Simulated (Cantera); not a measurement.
# Diamond growth

A diamond (100) surface in a fixed gas of H2 with x(CH4) = 0.019, x(H) = 0.00076, x(CH3) = 4.5e-05, 0.0200 bar; coverages are run to steady state.

Detailed kinetics in Cantera: the Harris–Goodwin 1993 mechanism for the reconstructed diamond (100) surface.

```json
[
 {"T (K)": "925", "growth (µm/h)": "0.280", "θ c6HH": "0.637", "θ c6H*": "0.0116", "θ c6*H": "0.298", "θ c6**": "0.00487", "θ c6HM": "0.0383"},
 {"T (K)": "1000", "growth (µm/h)": "0.278", "θ c6HH": "0.587", "θ c6H*": "0.0177", "θ c6*H": "0.362", "θ c6**": "0.00850", "θ c6HM": "0.0186"},
 {"T (K)": "1075", "growth (µm/h)": "0.146", "θ c6HH": "0.539", "θ c6H*": "0.0247", "θ c6*H": "0.416", "θ c6**": "0.0131", "θ c6HM": "0.00482"},
 {"T (K)": "1150", "growth (µm/h)": "0.0736", "θ c6HH": "0.495", "θ c6H*": "0.0320", "θ c6*H": "0.453", "θ c6**": "0.0178", "θ c6HM": "0.000896"},
 {"T (K)": "1225", "growth (µm/h)": "0.0610", "θ c6HH": "0.461", "θ c6H*": "0.0391", "θ c6*H": "0.477", "θ c6**": "0.0221", "θ c6HM": "0.000166"},
 {"T (K)": "1300", "growth (µm/h)": "0.0525", "θ c6HH": "0.439", "θ c6H*": "0.0458", "θ c6*H": "0.489", "θ c6**": "0.0254", "θ c6HM": "3.20e-5"},
 {"T (K)": "1375", "growth (µm/h)": "0.0256", "θ c6HH": "0.429", "θ c6H*": "0.0518", "θ c6*H": "0.491", "θ c6**": "0.0274", "θ c6HM": "6.63e-6"}
]
```
θ: site fractions in the mechanism's names (c6HH fully hydrogenated, c6H* and c6*H radical sites, c6** diradical, c6HM methylated).
